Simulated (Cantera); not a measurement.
**Aluminium nitride and oxide growth: AlI₃ + O₂ + H₂**

A closed system holds: 1 mol AlI₃, 13 mol O₂, a varied amount of H₂, at 1150 K and 435 Torr.

Cantera equilibrium calculation (NASA polynomials, part measured and part estimated; ideal gas, pure solids and liquids). Candidate condensed phases: Al, AlI₃, Al₂O₃, H₂O, I₂; 25 gas species. Rates play no part.

```json
[
 {"n(H₂) (mol)": "1.6", "x H₂": "6.88e-10", "x H₂O": "0.106", "x O₂": "0.762", "x HI": "3.31e-5", "x I₂": "0.0680", "x I": "0.0636", "n Al₂O₃(s)": "0.500"},
 {"n(H₂) (mol)": "4.2", "x H₂": "1.84e-9", "x H₂O": "0.257", "x O₂": "0.621", "x HI": "5.14e-5", "x I₂": "0.0615", "x I": "0.0605", "n Al₂O₃(s)": "0.500"},
 {"n(H₂) (mol)": "11", "x H₂": "5.37e-9", "x H₂O": "0.556", "x O₂": "0.341", "x HI": "7.83e-5", "x I₂": "0.0488", "x I": "0.0539", "n Al₂O₃(s)": "0.500"},
 {"n(H₂) (mol)": "30", "x H₂": "0.134", "x H₂O": "0.774", "x O₂": "<1e-12", "x HI": "0.0797", "x I₂": "0.00203", "x I": "0.0110", "n Al₂O₃(s)": "0.500"},
 {"n(H₂) (mol)": "78", "x H₂": "0.655", "x H₂O": "0.308", "x O₂": "<1e-12", "x HI": "0.0353", "x I₂": "8.15e-5", "x I": "0.00220", "n Al₂O₃(s)": "0.500"},
 {"n(H₂) (mol)": "210", "x H₂": "0.870", "x H₂O": "0.116", "x O₂": "<1e-12", "x HI": "0.0134", "x I₂": "8.87e-6", "x I": "0.000727", "n Al₂O₃(s)": "0.500"},
 {"n(H₂) (mol)": "550", "x H₂": "0.950", "x H₂O": "0.0444", "x O₂": "<1e-12", "x HI": "0.00517", "x I₂": "1.20e-6", "x I": "0.000268", "n Al₂O₃(s)": "0.500"}
]
```
x: gas mole fraction; n: condensed amount in mol.

From 1.6 mol H₂ to 550 mol H₂ the condensed part is Al₂O₃(s).
